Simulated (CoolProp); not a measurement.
Vapour-liquid equilibrium of ethylene (1) + 1-butene (2) at -62.85 °C; x and y are mole fractions of (1).

Computed with CoolProp (multi-fluid Helmholtz-energy mixture model, Smukala 2000 and Lemmon 2005; pair parameters Bell 2016).

| x | bubble pressure (MPa) | y at the bubble point | dew pressure at overall composition x (MPa) | liquid density (mol/L) |
|---|---|---|---|---|
| 0.05 | 0.03901 | 0.863 | 0.005814 | 12.49 |
| 0.15 | 0.1055 | 0.953 | 0.006495 | 12.98 |
| 0.25 | 0.1717 | 0.973 | 0.007356 | 13.50 |
| 0.35 | 0.2379 | 0.983 | 0.008479 | 14.05 |
| 0.45 | 0.3041 | 0.988 | 0.01001 | 14.63 |
| 0.55 | 0.3703 | 0.991 | 0.01220 | 15.23 |
| 0.65 | 0.4365 | 0.994 | 0.01564 | 15.85 |
| 0.75 | 0.5030 | 0.996 | 0.02176 | 16.49 |
| 0.85 | 0.5708 | 0.998 | 0.03576 | 17.11 |
| 0.95 | 0.6418 | 0.999 | 0.1001 | 17.70 |

No azeotrope shows between x = 0.05 and 0.95.

The pair parameters rest on a limited set of measurements; away from them the model extrapolates.
